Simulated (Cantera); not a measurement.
Cantera run, input and output.

```python
import numpy as np
import cantera as ct

gas = ct.Solution("h2o2.yaml")
gas.TPX = 500, 20000, {'H2': 1, 'O2': 0.192, 'N2': 0.723}
flame = ct.FreeFlame(gas, width=0.12)
flame.set_refine_criteria(ratio=3, slope=0.08, curve=0.16)
flame.transport_model = "mixture-averaged"
flame.solve(loglevel=0, auto=True)
flame.transport_model = "multicomponent"
flame.soret_enabled = True
flame.solve(loglevel=0, refine_grid=True)
z, T = flame.grid, flame.T
thick = (T[-1] - T[0]) / np.gradient(T, z).max()
show = ['H2', 'O2', 'H2O2', 'OH', 'H', 'H2O']
print(f"laminar burning velocity  {flame.velocity[0] * 100:.3f} cm/s")
print(f"burnt temperature         {T[-1]:.1f} K")
print(f"thermal thickness         {thick * 1e3:.4f} mm")
print(f"grid points               {len(z)}")
z0 = z[flame.heat_release_rate.argmax()]
print(f"{'z/mm':>9s}{'T/K':>9s}{'u/(m/s)':>9s}" + "".join(f"{s:>11s}" for s in show))
rows = []
for k in (-3, -2, -1.5, -1, -0.5, -0.25, 0, 0.25, 0.5, 1, 2, 4, 8):
    zz = z0 + k * thick
    rows.append([k * thick, np.interp(zz, z, T), np.interp(zz, z, flame.velocity),
                 *(np.interp(zz, z, flame.X[gas.species_index(s)]) for s in show)])
    print(f"{rows[-1][0] * 1e3:9.3f}{rows[-1][1]:9.1f}{rows[-1][2]:9.3f}" + "".join(f"{x:11.3e}" for x in rows[-1][3:]))
```

Result:

```
laminar burning velocity  477.260 cm/s
burnt temperature         2027.1 K
thermal thickness         3.5756 mm
grid points               150
     z/mm      T/K  u/(m/s)         H2         O2       H2O2         OH          H        H2O
  -10.727    500.0    4.773  5.222e-01  1.003e-01 -4.674e-17  3.297e-19  1.723e-16  3.579e-15
   -7.151    500.0    4.773  5.222e-01  1.003e-01  6.911e-15  3.373e-16  7.470e-13  2.220e-12
   -5.363    500.0    4.773  5.222e-01  1.003e-01  4.642e-13  3.359e-14  1.244e-10  1.088e-10
   -3.576    500.0    4.773  5.222e-01  1.003e-01  4.648e-10  1.605e-10  1.002e-07  6.390e-08
   -1.788    521.3    4.920  5.150e-01  1.010e-01  2.289e-06  5.093e-05  3.834e-04  1.163e-03
   -0.894    705.2    6.497  4.840e-01  9.607e-02  1.735e-06  2.490e-04  9.691e-03  1.736e-02
    0.000   1066.0    9.643  3.795e-01  5.623e-02  1.700e-07  1.018e-03  6.171e-02  1.011e-01
    0.894   1292.9   11.685  2.949e-01  7.178e-03  7.346e-08  1.345e-03  1.007e-01  1.958e-01
    1.788   1377.4   12.411  2.892e-01  6.065e-04  4.995e-08  1.335e-03  9.863e-02  2.096e-01
    3.576   1468.4   13.162  2.973e-01  1.422e-04  5.046e-08  1.581e-03  8.701e-02  2.114e-01
    7.151   1571.5   13.989  3.077e-01  1.122e-04  4.414e-08  1.795e-03  7.236e-02  2.128e-01
   14.302   1679.4   14.834  3.187e-01  8.080e-05  3.051e-08  1.860e-03  5.655e-02  2.145e-01
   28.604   1778.9   15.595  3.289e-01  4.960e-05  1.741e-08  1.717e-03  4.157e-02  2.165e-01
```

Cantera simulation using the H2/O2 subset of GRI-Mech 3.0, which has no nitrogen chemistry; the numbers are that mechanism's predictions, not measurements. Burning velocities carry a grid error of a few per cent, more on coarse grids.
